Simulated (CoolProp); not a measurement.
Vapour-liquid equilibrium of ethane (1) + n-perfluorobutane (2) at 250 K; x and y are mole fractions of (1).

Computed with CoolProp (multi-fluid Helmholtz-energy mixture model, Bücker 2006 and Gao 2022; pair parameters Bell 2016).

```json
[
 {"x": "0.05", "bubble pressure (kPa)": "153.2", "y at the bubble point": "(withheld)", "dew pressure at overall composition x (kPa)": "41.76", "liquid density (mol/L)": "7.221"},
 {"x": "0.125", "bubble pressure (kPa)": "322.7", "y at the bubble point": "0.878", "dew pressure at overall composition x (kPa)": "45.36", "liquid density (mol/L)": "(withheld)"},
 {"x": "0.2", "bubble pressure (kPa)": "476.1", "y at the bubble point": "0.918", "dew pressure at overall composition x (kPa)": "49.64", "liquid density (mol/L)": "7.895"},
 {"x": "0.275", "bubble pressure (kPa)": "(withheld)", "y at the bubble point": "0.937", "dew pressure at overall composition x (kPa)": "54.79", "liquid density (mol/L)": "8.271"},
 {"x": "0.35", "bubble pressure (kPa)": "705.4", "y at the bubble point": "0.947", "dew pressure at overall composition x (kPa)": "(withheld)", "liquid density (mol/L)": "8.676"},
 {"x": "0.425", "bubble pressure (kPa)": "783.6", "y at the bubble point": "0.953", "dew pressure at overall composition x (kPa)": "(withheld)", "liquid density (mol/L)": "9.117"},
 {"x": "0.5", "bubble pressure (kPa)": "845.6", "y at the bubble point": "0.958", "dew pressure at overall composition x (kPa)": "79.46", "liquid density (mol/L)": "9.600"},
 {"x": "0.575", "bubble pressure (kPa)": "898.8", "y at the bubble point": "0.962", "dew pressure at overall composition x (kPa)": "(withheld)", "liquid density (mol/L)": "10.13"},
 {"x": "0.65", "bubble pressure (kPa)": "(withheld)", "y at the bubble point": "0.966", "dew pressure at overall composition x (kPa)": "113.4", "liquid density (mol/L)": "10.73"},
 {"x": "0.725", "bubble pressure (kPa)": "(withheld)", "y at the bubble point": "0.971", "dew pressure at overall composition x (kPa)": "144.1", "liquid density (mol/L)": "11.39"},
 {"x": "0.8", "bubble pressure (kPa)": "1068", "y at the bubble point": "0.976", "dew pressure at overall composition x (kPa)": "197.7", "liquid density (mol/L)": "12.16"},
 {"x": "0.875", "bubble pressure (kPa)": "1143", "y at the bubble point": "0.983", "dew pressure at overall composition x (kPa)": "314.7", "liquid density (mol/L)": "13.04"},
 {"x": "0.95", "bubble pressure (kPa)": "1232", "y at the bubble point": "0.993", "dew pressure at overall composition x (kPa)": "743.3", "liquid density (mol/L)": "14.09"}
]
```

**Question.** Fill in the missing entries.

**Answer.** 
- 0.05, y at the bubble point: 0.741
- 0.125, liquid density (mol/L): 7.546
- 0.275, bubble pressure (kPa): 604.2
- 0.35, dew pressure at overall composition x (kPa): 61.13
- 0.425, dew pressure at overall composition x (kPa): 69.11
- 0.575, dew pressure at overall composition x (kPa): 93.44
- 0.65, bubble pressure (kPa): 949.9
- 0.725, bubble pressure (kPa): 1005

No azeotrope shows between x = 0.05 and 0.95.

Pair parameters are fitted to limited data, so mixtures are less certain than the pure fluids. The gap from Raoult's law changes sign with composition, which may be real or a fault of the pair parameters; it wasn't checked against measurements. With so large a gap from Raoult's law the liquid may split in two, which this calculation doesn't test in full.
